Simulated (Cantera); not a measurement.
A Cantera script and what it prints.

```python
import numpy as np
import cantera as ct

gas_names = [...]  # 146 gases of nasa_gas.yaml made of C, H, O, S
cond_names = """
    C(gr) C6H6(L) C7H8(L) C8H18(L),n-octa H2O(s) H2O(L) H2SO4(L) S(cr1) S(cr2) S(L)
""".split()


# ... load() reads the species with a 1 bar reference pressure and builds the phases ...
atoms = {
    'CS2': {'C': 1, 'S': 2},
    'H2O': {'H': 2, 'O': 1},
    'H2': {'H': 2},
}
top_T = {'C(gr)': 4500}  # K; cautious upper limits of use, not melting points


# ... equilibrate(T, P, feed) seeds the gas with the atoms and calls Mixture.equilibrate('TP', solver="vcs", rtol=1e-11, max_steps=5000) ...
results = []
feed = {'CS2': 1, 'H2O': 0.83, 'H2': 8.3}  # mol
P = 1000  # Pa
for T in [2000, 2250, 2500, 2750, 3000, 3250, 3500, 3750, 4000, 4250, 4500, 4750, 5000]:
    mix = equilibrate(T, P, feed)
    results.append((T, P, feed, dict(zip(mix.species_names, mix.species_moles))))

top = {s: max(r[3][s] / sum(r[3][g] for g in gas_names) for r in results) for s in gas_names}
cols = sorted((s for s in top if top[s] > 1e-05), key=lambda s: -top[s])[:8]
seen = [c for c in cond_names if any(r[3].get(c, 0) > 1e-12 for r in results)]
print("log10 of partial pressures in bar; condensed amounts in mol")
print(f"{'T/K':>10s}" + "".join(f"{s[:9]:>10s}" for s in cols + seen))
for T, P, feed, n in results:
    ng = sum(n[g] for g in gas_names)
    print(f"{T:10.4g}" + "".join(f"{np.log10(max(n[s] / ng * P / 1e5, 1e-99)):10.3f}" for s in cols)
          + "".join(f"{n.get(c, 0):10.4g}" for c in seen))
```

Output:

```
log10 of partial pressures in bar; condensed amounts in mol
       T/K         H        H2         S        CO        S2        SH         C         O
      2000    -3.838    -2.098    -4.104    -3.125    -3.213    -3.801   -12.051   -12.236
      2250    -3.194    -2.129    -3.519    -3.143    -3.309    -3.651   -10.332   -10.806
      2500    -2.708    -2.217    -3.158    -3.185    -3.599    -3.669    -8.987    -9.656
      2750    -2.369    -2.409    -3.021    -3.256    -4.154    -3.904    -7.795    -8.840
      3000    -2.177    -2.751    -3.023    -3.332    -4.851    -4.308    -6.711    -8.267
      3250    -2.099    -3.211    -3.046    -3.378    -5.484    -4.758    -5.762    -7.793
      3500    -2.075    -3.692    -3.052    -3.396    -6.001    -5.174    -4.982    -7.331
      3750    -2.068    -4.139    -3.044    -3.403    -6.423    -5.538    -4.454    -6.771
      4000    -2.067    -4.539    -3.034    -3.407    -6.785    -5.857    -4.207    -6.064
      4250    -2.067    -4.894    -3.029    -3.413    -7.115    -6.146    -4.107    -5.323
      4500    -2.067    -5.212    -3.029    -3.433    -7.415    -6.407    -4.009    -4.686
      4750    -2.069    -5.499    -3.031    -3.485    -7.689    -6.646    -3.857    -4.216
      5000    -2.072    -5.761    -3.035    -3.592    -7.940    -6.865    -3.683    -3.888
```

These are equilibrium values from Cantera (NASA tables, ideal gas, pure condensed phases), not measurements of a reactor.
